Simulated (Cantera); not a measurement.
Input: 1 mol Ta(OEt)5, 8.1 mol H2O, held at 13300 Pa.

Method: chemical equilibrium by Gibbs-energy minimisation in Cantera with the NASA 1993 tables (ideal gas, pure condensed phases). Candidate condensed phases: C, C6H6, C7H8, C8H18, H2O, Ta, TaC, Ta2O5; 113 gas species. The feed counts by its element totals alone. Rates play no part.

log p: log10 of the partial pressure in bar; n: condensed amount in mol.

```
T (K)  log p H2  log p CO  log p H  log p H2O  log p TaO2  log p CO2  log p OH  n Ta2O5(l)
-----  --------  --------  -------  ---------  ----------  ---------  --------  ----------
2148      -1.06     -1.37    -2.91      -2.63       -5.46      -3.64     -5.36       0.500
2198      -1.07     -1.37    -2.79      -2.63       -5.14      -3.65     -5.20       0.499
2248      -1.07     -1.37    -2.67      -2.62       -4.84      -3.66     -5.05       0.498
2298      -1.07     -1.37    -2.55      -2.62       -4.55      -3.67     -4.90       0.497
2348      -1.07     -1.37    -2.45      -2.62       -4.27      -3.68     -4.76       0.493
2398      -1.08     -1.37    -2.34      -2.62       -4.01      -3.68     -4.62       0.488
2448      -1.08     -1.37    -2.24      -2.62       -3.76      -3.69     -4.49       0.478
2498      -1.09     -1.38    -2.15      -2.61       -3.53      -3.69     -4.35       0.463
2548      -1.10     -1.38    -2.06      -2.60       -3.31      -3.68     -4.21       0.437
2598      -1.11     -1.38    -1.97      -2.57       -3.10      -3.66     -4.07         [?]
2648      -1.12     -1.39    -1.89      -2.54       -2.91      -3.63     -3.93         [?]
2698      -1.14     -1.40    -1.82      -2.51       -2.73      -3.59     -3.78         [?]
```

**Question.** What belongs in the gaps?

**Answer.** 
- 2598, n Ta2O5(l): 0.397
- 2648, n Ta2O5(l): 0.338
- 2698, n Ta2O5(l): 0.254
